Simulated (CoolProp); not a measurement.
Vapour-liquid equilibrium of propane (1) + isobutane (2) at 337.3 K; x and y are mole fractions of (1).

The numbers come from the multi-fluid Helmholtz-energy mixture model, Lemmon 2009 and Bücker 2006; pair parameters Kunz 2012 in CoolProp.

```csv
x,"bubble pressure, mixture model (MPa)","bubble pressure, Raoult's law (MPa)","y, mixture model","y, Raoult's law"
0.05,1.013,1.023,(withheld),0.113
0.125,1.100,1.124,0.212,0.256
0.2,1.188,1.225,(withheld),0.376
0.275,1.278,1.326,(withheld),0.478
0.35,(withheld),1.427,0.497,0.565
0.425,1.463,1.528,(withheld),0.641
0.5,1.559,1.629,0.644,0.707
0.575,1.659,1.730,(withheld),0.765
0.65,1.762,1.832,0.769,0.817
0.725,1.870,1.933,(withheld),0.864
0.8,1.981,2.034,0.876,0.906
0.875,2.098,2.135,0.925,0.944
0.95,2.219,2.236,0.971,0.979
```

Question: Complete the blanks.

Answer: 
- 0.05, y, mixture model: 0.091
- 0.2, y, mixture model: 0.318
- 0.275, y, mixture model: 0.412
- 0.35, bubble pressure, mixture model (MPa): 1.369
- 0.425, y, mixture model: 0.574
- 0.575, y, mixture model: 0.709
- 0.725, y, mixture model: 0.824

The largest gap from Raoult's law is -4.3 % in bubble pressure, at x = 0.5. No azeotrope shows between x = 0.05 and 0.95.

Pair parameters are fitted to limited data, so mixtures are less certain than the pure fluids.
